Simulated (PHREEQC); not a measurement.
PHREEQC input (ion-association model, phreeqc.dat):

```
SOLUTION_SPECIES
  SO4-2 + 9 H+ + 8 e- = HS- + 4 H2O  # shut off: sulfate is not reduced
    -log_k -100
    -delta_h 0
    -analytic -100
SOLUTION 0
  temp 40
  units mmol/kgw
  pH 7 charge
  Br 14
  K 14
  Cl 0.01
SOLUTION 1-40
  temp 40
  units mmol/kgw
  pH 7 charge
  S(6) 64
  Zn 64
  Cl 5.61
  Mn(2) 2.8
END
EXCHANGE 1-40
  X 0.0079
  -equilibrate 1
END
SELECTED_OUTPUT 1
  -reset false
  -pH true
  -pe true
  -ionic_strength true
  -water true
  -step true
  -totals Br Cl K Mn S Zn Mn(2) Mn(3) S(-2) S(6)
  -molalities KX MnX2 ZnX2
  -saturation_indices Pyrochroite Sylvite Zn(OH)2(e)
PRINT
  -reset false
TRANSPORT
  -cells 40
  -shifts 160
  -lengths 0.0025
  -time_step 300
  -dispersivities 0.008
  -boundary_conditions flux flux
  -correct_disp true
  -punch_cells 40
  -punch_frequency 5
END
```

Selected output (columns that matter, 19 of 33 rows; pore volumes added in front):

```
pore volumes	pH	mu	Br	Cl	K	Mn	S	Zn	m_KX	m_MnX2	m_ZnX2	si_Pyrochroite	si_Sylvite	si_Zn(OH)2(e)
0	5.2058	0.1385	0	0.00561	0	0.0028	0.064	0.064	0	9.7639e-05	0.0038524	-8.029	-1000	-3.0471
0.2625	5.2058	0.13848	2.5278e-06	0.005609	1.0811e-06	0.0027995	0.063988	0.063989	7.8475e-08	9.7637e-05	0.0038523	-8.029	-9.5122	-3.0471
0.5125	5.2049	0.1323	0.0008012	0.0052895	0.00051256	0.002645	0.060337	0.060476	3.8088e-05	9.6855e-05	0.0038341	-8.047	-6.8561	-3.0627
0.6375	5.2031	0.12097	0.002258	0.0047068	0.0015573	0.0023607	0.053678	0.054016	0.0001212	9.5232e-05	0.0037942	-8.0834	-6.4132	-3.0946
0.8875	5.1927	0.088582	0.0063295	0.0030782	0.004719	0.0015609	0.035065	0.035844	0.00043265	8.9471e-05	0.0036442	-8.2229	-6.0793	-3.2188
1.1375	5.1699	0.059302	0.0098009	0.0016897	0.007565	0.00087543	0.019196	0.020278	0.00086399	8.1942e-05	0.0034361	-8.4354	-6.0911	-3.4126
1.3875	5.1363	0.039541	0.011924	0.00084052	0.009356	0.00045511	0.0094917	0.010736	0.0013539	7.3668e-05	0.0031994	-8.6962	-6.2628	-3.6532
1.5125	5.1182	0.032857	0.012574	0.0005802	0.0099229	0.000326	0.0065166	0.0078015	0.0016124	6.9311e-05	0.0030745	-8.835	-6.382	-3.7809
1.7625	5.0853	0.02411	0.013349	0.00027056	0.010665	0.00017139	0.0029779	0.0042783	0.0021454	6.0249e-05	0.0028171	-9.1086	-6.657	-4.0289
2.0125	5.062	0.019448	0.01371	0.00012581	0.011156	9.6551e-05	0.0013235	0.002562	0.0026778	5.1155e-05	0.0025599	-9.3551	-6.9544	-4.2444
2.2625	5.0489	0.017065	0.013874	6.0585e-05	0.011565	5.9307e-05	0.00057811	0.0016986	0.0031809	4.2722e-05	0.0023168	-9.564	-7.2472	-4.4175
2.5125	5.0429	0.01586	0.013945	3.1849e-05	0.011934	3.932e-05	0.00024971	0.0012272	0.0036363	3.5401e-05	0.0020964	-9.7391	-7.508	-4.554
2.6375	5.0415	0.015499	0.013964	2.4318e-05	0.012103	3.2739e-05	0.00016363	0.0010689	0.0038443	3.2198e-05	0.0019956	-9.817	-7.6176	-4.6119
2.8875	5.0403	0.015041	0.013985	1.6123e-05	0.012405	2.3457e-05	6.998e-05	0.00083965	0.0042224	2.6649e-05	0.0018122	-9.9586	-7.7834	-4.713
3.1375	5.0404	0.014781	0.013993	1.2608e-05	0.012657	1.7363e-05	2.9811e-05	0.00068217	0.0045548	2.2107e-05	0.0016505	-10.086	-7.8803	-4.8002
3.3875	5.0408	0.01462	0.013997	1.1108e-05	0.012863	1.3154e-05	1.2666e-05	0.00056732	0.0048481	1.8393e-05	0.0015076	-10.205	-7.9276	-4.8778
3.5125	5.0411	0.014561	0.013998	1.0722e-05	0.012951	1.1528e-05	8.2501e-06	0.00052082	0.004982	1.6796e-05	0.0014422	-10.261	-7.9398	-4.9139
3.7625	5.0416	0.014469	0.013999	1.0306e-05	0.013101	8.9505e-06	3.4968e-06	0.00044362	0.0052277	1.4035e-05	0.0013221	-10.369	-7.9515	-4.9817
4.0125	5.0421	0.014401	0.014	1.013e-05	0.013224	7.0334e-06	1.4807e-06	0.00038222	0.0054477	1.1757e-05	0.0012144	-10.472	-7.9546	-5.0449
```

At this temperature some constants are extrapolated from 25 °C, and those without enthalpy data are left unchanged.
